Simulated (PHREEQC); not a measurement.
Make-up at 20 °C: 0.062 mol/kgw FeCl3, 0.051 mol/kgw CaCl2 and 0.0013 mol/kgw NaCl. Closed to the air; pH follows from the charge balance.

Equilibrium calculation in PHREEQC: ion-association model, phreeqc.dat.

This is a speciation only: nothing precipitates in the calculation.

Task: Estimate the pH, activity of water, ionic strength.

Result: pH 2.05; activity of water 0.994; ionic strength 0.397 mol/kgw.

Task: In which forms is Cl present?

Result: Cl- 85 %, FeCl+2 9.5 %, FeCl2+ 5.5 % of the Cl.

Saturation is exceeded, for instance for Hematite (slow to form), Goethite (slow to form); the values hold only as long as no solid forms.
